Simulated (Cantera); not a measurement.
A perfectly stirred reactor is fed with CH4 : N2 = 1 : 59 (molar parts), at 2500 Pa; it is held at 1700 K, and followed from long to short residence time.

Detailed kinetics in Cantera: GRI-Mech 3.0 (53 species, 325 reactions). GRI-Mech 3.0 stops at C3 and has no aromatics, soot or wall deposition, so with more carbon than oxygen in the feed, carbon stays in small species such as C2H2 where larger ones or solid carbon would form. Radical loss at walls, strong at low pressure, is not modelled.

Question: What does this change do: CH4 1 to 0.25 parts?

Answer: 
| quantity | before | after |
|---|---|---|
| x(CH4) at τ = 24.0 s | 0.000615 | 0.000178 |
| x(C2H4) at τ = 24.0 s | 3.45e-6 | 1.46e-6 |
| x(H2) at τ = 24.0 s | 0.0236 | 0.00599 |
| x(H) at τ = 24.0 s | 9.19e-5 | 3.75e-5 |
| x(CH3) at τ = 24.0 s | 4.80e-5 | 2.20e-5 |
| x(CH4) at τ = 90.0 ms | 0.0132 | 0.00369 |
| x(C2H4) at τ = 90.0 ms | 0.000394 | 6.28e-5 |
| x(H2) at τ = 90.0 ms | 0.00437 | 0.000595 |
| x(H) at τ = 90.0 ms | 9.57e-6 | 2.77e-6 |
| x(CH3) at τ = 90.0 ms | 0.000378 | 0.000135 |
